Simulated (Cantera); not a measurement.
## Thermodynamics of silicon nitride deposition, feed SiH₄ + NH₃ + H₂

A closed system holds: 1 mol SiH₄, 0.97 mol NH₃, 3.8 mol H₂, held at 31.0 mbar.

Method: chemical equilibrium by Gibbs-energy minimisation in Cantera with the NASA 1993 tables (ideal gas, pure condensed phases). Candidate condensed phases: Si, Si₃N₄; 18 gas species. Mutual solubility and eutectic melting of coexisting phases are not modelled. Gases not in the tables: Si₂H₆ and higher silanes. Equilibrium is a limit: real reactors are often held back by kinetics, nucleation or transport.

| T (°C) | x H₂ | x N₂ | x H | x Si | x SiH₂ | x SiH | n Si(s) | n Si₃N₄(s) | n Si(l) |
|---|---|---|---|---|---|---|---|---|---|
| 1025 | 1.000 | 1.52e-5 | 6.09e-6 | 1.31e-9 | 7.39e-8 | 1.94e-9 | 0.273 | 0.242 | 0 |
| 1100 | 1.000 | 9.91e-5 | 1.89e-5 | 1.25e-8 | 2.51e-7 | 1.25e-8 | 0.274 | 0.242 | 0 |
| 1175 | 0.999 | 0.000529 | 5.23e-5 | 9.43e-8 | 7.48e-7 | 6.65e-8 | 0.278 | 0.241 | 0 |
| 1250 | 0.997 | 0.00239 | 0.000131 | 5.82e-7 | 2.00e-6 | 2.99e-7 | 0.299 | 0.234 | 0 |
| 1325 | 0.990 | 0.00932 | 0.000301 | 3.02e-6 | 4.85e-6 | 1.16e-6 | 0.375 | 0.208 | 0 |
| 1400 | 0.967 | 0.0321 | 0.000636 | 1.35e-5 | 1.07e-5 | 3.94e-6 | 0.633 | 0.122 | 0 |
| 1475 | 0.936 | 0.0626 | 0.00126 | 4.70e-5 | 1.92e-5 | 1.06e-5 | 0 | 0 | 0.999 |
| 1550 | 0.935 | 0.0626 | 0.00238 | 0.000143 | 3.28e-5 | 2.59e-5 | 0 | 0 | 0.998 |
x: gas mole fraction; n: condensed amount in mol.

From 1025 °C to 1400 °C the condensed part is Si(s) + Si₃N₄(s). From 1475 °C to 1550 °C the condensed part is Si(l). The main Si-bearing gas is SiH₂ at 1025 °C and Si at 1550 °C.
